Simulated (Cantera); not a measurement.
A perfectly stirred reactor is fed with NH3 : N2 = 1 : 0.23 (molar parts), at 75.0 Torr; it is held at 1575 K, and followed from long to short residence time.

Computed with Cantera and the gas-phase N/H chemistry of the illustrative SiF4/NH3 mechanism in the Surface Chemkin manual (1991). Walls and surfaces, which speed up NH3 decomposition in real reactors, are not modelled.

x: mole fraction; the columns are a selection and need not sum to one.

| τ (s) | x NH3 | x NH2 | x H | x NH | x N2 | x N2H2 |
|---|---|---|---|---|---|---|
| 3.4 | 0.743 | 0.000102 | [?] | 3.77e-7 | 0.199 | 9.12e-7 |
| 0.78 | 0.796 | 0.000109 | [?] | 3.10e-7 | 0.190 | 1.02e-6 |
| 0.18 | 0.809 | 0.000108 | [?] | 2.53e-7 | 0.188 | 9.75e-7 |
| 0.041 | 0.812 | 9.09e-5 | [?] | 1.83e-7 | 0.187 | 6.89e-7 |
| 0.0094 | 0.813 | 4.15e-5 | [?] | 5.02e-8 | 0.187 | 1.39e-7 |
| 0.0022 | 0.813 | 1.02e-5 | 3.62e-9 | 3.69e-9 | 0.187 | 7.58e-9 |
| 0.00049 | 0.813 | 2.28e-6 | 3.47e-9 | 1.60e-10 | 0.187 | 2.87e-10 |

### Question
Some entries are withheld; supply them.

### Answer

- 3.4, x H: 3.43e-6
- 0.78, x H: 8.52e-7
- 0.18, x H: 1.97e-7
- 0.041, x H: 4.02e-8
- 0.0094, x H: 6.67e-9
